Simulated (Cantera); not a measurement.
# Carbothermic reduction: Cu2O + C + CO

Charge: 1 mol Cu2O, a varied amount of C, 0.85 mol CO, held at 1525 K and 10.0 mbar.

These are equilibrium values from Cantera (NASA tables, ideal gas, pure condensed phases), not measurements of a reactor. Candidate condensed phases: C, Cu, CuO, Cu2O; 15 gas species. The numbers say what is thermodynamically allowed, not how fast it happens.

From 0.34 mol C to 0.93 mol C the condensed part is Cu(l). From 1.2 mol C to 3.3 mol C the condensed part is C(graphite) + Cu(l). The main Cu-bearing gas is Cu throughout.

| n(C) (mol) | x CO | x CO2 | x Cu | x Cu2 | x O2 | x O | x CuO | n Cu(l) | n C(graphite) |
|---|---|---|---|---|---|---|---|---|---|
| 0.34 | 0.445 | 0.554 | 0.00124 | 5.71e-7 | 7.77e-9 | 4.99e-9 | 2.12e-9 | 2.00 | 0 |
| 0.63 | 0.749 | 0.250 | 0.00124 | 5.71e-7 | 5.56e-10 | 1.34e-9 | 5.69e-10 | 2.00 | 0 |
| 0.93 | 0.959 | 0.0393 | 0.00124 | 5.71e-7 | 8.39e-12 | 1.64e-10 | 6.98e-11 | 2.00 | 0 |
| 1.2 | 0.999 | 5.33e-6 | 0.00124 | 5.71e-7 | <1e-12 | <1e-12 | <1e-12 | 2.00 | 0.200 |
| 1.5 | 0.999 | 5.33e-6 | 0.00124 | 5.71e-7 | <1e-12 | <1e-12 | <1e-12 | 2.00 | 0.500 |
| 1.8 | 0.999 | 5.33e-6 | 0.00124 | 5.71e-7 | <1e-12 | <1e-12 | <1e-12 | 2.00 | 0.800 |
| 2.1 | 0.999 | 5.33e-6 | 0.00124 | 5.71e-7 | <1e-12 | <1e-12 | <1e-12 | 2.00 | 1.10 |
| 2.4 | 0.999 | 5.33e-6 | 0.00124 | 5.71e-7 | <1e-12 | <1e-12 | <1e-12 | 2.00 | 1.40 |
| 2.7 | 0.999 | 5.33e-6 | 0.00124 | 5.71e-7 | <1e-12 | <1e-12 | <1e-12 | 2.00 | 1.70 |
| 3 | 0.999 | 5.33e-6 | 0.00124 | 5.71e-7 | <1e-12 | <1e-12 | <1e-12 | 2.00 | 2.00 |
| 3.3 | 0.999 | 5.33e-6 | 0.00124 | 5.71e-7 | <1e-12 | <1e-12 | <1e-12 | 2.00 | 2.30 |
x: gas mole fraction; n: condensed amount in mol.
